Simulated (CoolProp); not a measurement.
Vapour pressure (kPa) of n-butane: the reference equation beside estimates from Tc = 425.1 K, pc = 3796 kPa, ω = 0.201.

Computed with CoolProp (reference Helmholtz-energy equation of state, Bücker 2006).

```tsv
T (K)	reference	Lee-Kesler	Redlich-Kwong	Soave-Redlich-Kwong	Peng-Robinson
329.6	584.6	588.3	743.7	590.1	583.7
332.8	632.8	636.9	798.4	639.3	632.2
336.1	685.5	690.1	857.7	693.1	685.2
339.4	741.5	746.4	920.0	750.3	741.4
342.6	798.9	804.2	983.3	809.0	799.2
345.9	861.5	867.2	1052	872.9	862.3
349.2	927.6	933.6	1123	940.5	928.9
352.4	995.2	1002	1196	1010	997.2
355.7	1069	1075	1274	1085	1071
359	1146	1153	1355	1164	1150
362.2	1225	1232	1437	1245	1230
365.5	1311	1318	1525	1332	1316
```

Absolute difference from the reference over all 12 rows, mean and median: Lee-Kesler 0.6 and 0.6 %, Redlich-Kwong 21.7 and 21.6 %, Soave-Redlich-Kwong 1.3 and 1.4 %, Peng-Robinson 0.2 and 0.1 %.
